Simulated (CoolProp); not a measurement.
Aqueous ethanol as a coolant, at -2 °C, 1 atm.

Model: Melinder's fits for secondary coolants, in CoolProp.

| mass % | freezing point (°C) | cp (kJ/(kg K)) | density (kg/m³) | viscosity (mPa s) | Prandtl number |
|---|---|---|---|---|---|
| 13.8 | -6.6 | [?] | 981.5 | 4.49 | [?] |
| 22.7 | -13.4 | 4.328 | 973.8 | 6.40 | [?] |
| 31.7 | -21.8 | 4.110 | [?] | 7.66 | 81.1 |
| 40.7 | [?] | 3.857 | 949.5 | 7.86 | 87.0 |
| 49.6 | [?] | 3.621 | [?] | 7.27 | 84.1 |
| 58.6 | -43.8 | 3.357 | 912.0 | 6.26 | 74.9 |

Q: What belongs in the gaps?

A: 
- 13.8, cp (kJ/(kg K)): 4.423
- 13.8, Prandtl number: 41.5
- 22.7, Prandtl number: 64.1
- 31.7, density (kg/m³): 963.7
- 40.7, freezing point (°C): -30.2
- 49.6, freezing point (°C): -37.3
- 49.6, density (kg/m³): 931.8
